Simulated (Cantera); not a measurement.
Input (Python, Cantera) and output of one run.

```python
import numpy as np
import cantera as ct

gas_names = """
    C CO COS CO2 CS CS2 C2 C2O C3 C3O2 C4 C5 O O2 O3 S SO SO2 SO3 S2 S2O S8
""".split()
cond_names = """
    C(gr) S(cr1) S(cr2) S(L)
""".split()


# ... load() reads the species with a 1 bar reference pressure and builds the phases ...
atoms = {
    'CO2': {'C': 1, 'O': 2},
    'O2': {'O': 2},
    'SO2': {'S': 1, 'O': 2},
}
top_T = {'C(gr)': 4500}  # K; cautious upper limits of use, not melting points


# ... equilibrate(T, P, feed) seeds the gas with the atoms and calls Mixture.equilibrate('TP', solver="vcs", rtol=1e-11, max_steps=5000) ...
results = []
feed = {'CO2': 1, 'O2': 0.14, 'SO2': 0.89}  # mol
P = 100000  # Pa
for T in [1548, 1748, 1948, 2148, 2348, 2548, 2748, 2948, 3148, 3348, 3548]:
    mix = equilibrate(T, P, feed)
    results.append((T, P, feed, dict(zip(mix.species_names, mix.species_moles))))

top = {s: max(r[3][s] / sum(r[3][g] for g in gas_names) for r in results) for s in gas_names}
cols = sorted((s for s in top if top[s] > 1e-05), key=lambda s: -top[s])[:6]
seen = [c for c in cond_names if any(r[3].get(c, 0) > 1e-12 for r in results)]
print("log10 of partial pressures in bar; condensed amounts in mol")
print(f"{'T/K':>10s}" + "".join(f"{s[:9]:>10s}" for s in cols + seen))
for T, P, feed, n in results:
    ng = sum(n[g] for g in gas_names)
    print(f"{T:10.4g}" + "".join(f"{np.log10(max(n[s] / ng * P / 1e5, 1e-99)):10.3f}" for s in cols)
          + "".join(f"{n.get(c, 0):10.4g}" for c in seen))
```

Output:

```
log10 of partial pressures in bar; condensed amounts in mol
       T/K       CO2       SO2        CO         O        O2        SO
      1548    -0.307    -0.361    -4.729    -5.703    -1.171    -5.904
      1748    -0.307    -0.359    -3.652    -4.717    -1.165    -4.740
      1948    -0.309    -0.359    -2.802    -3.932    -1.159    -3.818
      2148    -0.316    -0.361    -2.125    -3.285    -1.140    -3.077
      2348    -0.337    -0.368    -1.598    -2.731    -1.091    -2.485
      2548    -0.385    -0.385    -1.209    -2.240    -1.004    -2.019
      2748    -0.471    -0.418    -0.935    -1.807    -0.902    -1.653
      2948    -0.598    -0.473    -0.753    -1.433    -0.816    -1.362
      3148    -0.769    -0.559    -0.643    -1.118    -0.764    -1.134
      3348    -0.979    -0.689    -0.588    -0.859    -0.755    -0.970
      3548    -1.222    -0.880    -0.574    -0.653    -0.795    -0.875
```

Equilibrium computed with Cantera from the NASA thermochemical tables; the gas is ideal and each condensed phase is pure.
